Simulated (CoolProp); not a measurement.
Isopentane along the isobar 13.3 MPa: Z from the reference equation and from simpler models built on Tc = 187.2 °C, pc = 3.378 MPa, ω = 0.227; each cubic takes its own stable root.

Values from CoolProp's reference Helmholtz-energy equation of state, Lemmon 2006. It is a short technical equation, of lower accuracy than the large ones.

```csv
T (°C),phase,reference,Redlich-Kwong,Soave-Redlich-Kwong
-124.95,liquid,1.024,1.140,1.136
-109.35,liquid,0.9439,1.044,1.039
-93.75,liquid,0.8777,0.9664,?
-78.25,liquid,0.8228,0.9021,0.8944
-62.65,liquid,0.7760,0.8479,0.8391
-47.05,liquid,?,0.8021,0.7923
-31.55,liquid,0.7022,0.7633,0.7527
-15.95,liquid,?,0.7300,0.7186
-0.35,liquid,0.6471,0.7014,0.6893
15.15,liquid,0.6252,0.6770,0.6644
30.75,liquid,0.6061,0.6560,0.6431
46.35,liquid,0.5896,0.6381,0.6250
61.85,liquid,0.5756,0.6232,0.6100
77.45,liquid,0.5638,0.6106,0.5977
92.95,liquid,0.5542,0.6005,0.5881
108.55,liquid,0.5465,0.5926,0.5809
```

**Question.** What belongs in the gaps?

**Answer.** 
- -93.75, Soave-Redlich-Kwong: 0.9599
- -47.05, reference: 0.7362
- -15.95, reference: 0.6727
